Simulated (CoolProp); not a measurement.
Vapour-liquid equilibrium of octamethyltrisiloxane (MDM) (1) + octamethylcyclotetrasiloxane (D4) (2) at 222.15 °C; x and y are mole fractions of (1).

The numbers come from the multi-fluid Helmholtz-energy mixture model, Thol 2017 and Thol 2015; pair parameters Bell 2016 in CoolProp.

```json
[
 {"x": "0.05", "bubble pressure, mixture model (bar)": "2.972", "bubble pressure, Raoult's law (bar)": "2.966", "y, mixture model": "(withheld)", "y, Raoult's law": "0.078"},
 {"x": "0.2", "bubble pressure, mixture model (bar)": "(withheld)", "bubble pressure, Raoult's law (bar)": "3.228", "y, mixture model": "(withheld)", "y, Raoult's law": "0.287"},
 {"x": "0.35", "bubble pressure, mixture model (bar)": "3.493", "bubble pressure, Raoult's law (bar)": "3.490", "y, mixture model": "0.437", "y, Raoult's law": "0.464"},
 {"x": "0.5", "bubble pressure, mixture model (bar)": "(withheld)", "bubble pressure, Raoult's law (bar)": "3.752", "y, mixture model": "0.587", "y, Raoult's law": "0.616"},
 {"x": "0.65", "bubble pressure, mixture model (bar)": "(withheld)", "bubble pressure, Raoult's law (bar)": "4.014", "y, mixture model": "(withheld)", "y, Raoult's law": "0.749"},
 {"x": "0.8", "bubble pressure, mixture model (bar)": "4.260", "bubble pressure, Raoult's law (bar)": "4.276", "y, mixture model": "(withheld)", "y, Raoult's law": "0.865"},
 {"x": "0.95", "bubble pressure, mixture model (bar)": "4.532", "bubble pressure, Raoult's law (bar)": "4.538", "y, mixture model": "0.964", "y, Raoult's law": "0.968"}
]
```

Problem. Fill in the missing entries.

Solution. 
- 0.05, y, mixture model: 0.074
- 0.2, bubble pressure, mixture model (bar): 3.238
- 0.2, y, mixture model: 0.269
- 0.5, bubble pressure, mixture model (bar): 3.745
- 0.65, bubble pressure, mixture model (bar): 3.999
- 0.65, y, mixture model: 0.724
- 0.8, y, mixture model: 0.849

The largest gap from Raoult's law is -0.4 % in bubble pressure, at x = 0.65. No azeotrope shows between x = 0.05 and 0.95.

Pair parameters are fitted to limited data, so mixtures are less certain than the pure fluids.
